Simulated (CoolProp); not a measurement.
Vapour-liquid equilibrium of ethanol (1) + toluene (2) at 471.5 K; x and y are mole fractions of (1).

Computed with CoolProp (multi-fluid Helmholtz-energy mixture model, Schroeder 2014 and Lemmon 2006; pair parameters Bell 2016).

| x | bubble pressure (MPa) | y at the bubble point | dew pressure at overall composition x (MPa) | liquid density (mol/L) |
|---|---|---|---|---|
| 0.05 | [?] | 0.266 | 0.7693 | 7.460 |
| 0.15 | [?] | 0.488 | 0.8650 | 7.667 |
| 0.25 | 1.731 | 0.588 | 0.9843 | [?] |
| 0.35 | 1.952 | 0.648 | 1.137 | [?] |
| 0.45 | [?] | 0.696 | 1.338 | [?] |
| 0.55 | 2.287 | 0.740 | 1.608 | 8.890 |
| 0.65 | 2.434 | 0.786 | [?] | 9.373 |
| 0.75 | 2.575 | 0.837 | 2.322 | 9.971 |
| 0.85 | 2.708 | 0.896 | 2.606 | 10.71 |
| 0.95 | 2.830 | 0.963 | 2.808 | [?] |

Complete the blanks.


- 0.05, bubble pressure (MPa): 1.005
- 0.15, bubble pressure (MPa): 1.432
- 0.25, liquid density (mol/L): 7.902
- 0.35, liquid density (mol/L): 8.174
- 0.45, bubble pressure (MPa): 2.130
- 0.45, liquid density (mol/L): 8.497
- 0.65, dew pressure at overall composition x (MPa): 1.958
- 0.95, liquid density (mol/L): 11.61

No azeotrope shows between x = 0.05 and 0.95.

The pair parameters rest on a limited set of measurements; away from them the model extrapolates.
